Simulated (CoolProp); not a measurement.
The numbers come from the reference Helmholtz-energy equation of state, Lemmon 2006 in CoolProp. It is a short technical equation, of lower accuracy than the large ones.

Give the vapour pressure (MPa), liquid density (kg/m³), vapour Z of saturated acetone at 283.5, 355.3, 391.2 K.


```tsv
T (K)	p (MPa)	liquid density (kg/m³)	vapour Z
283.5	0.0157	801	0.983
355.3	0.229	717	0.915
391.2	0.578	669	0.851
```
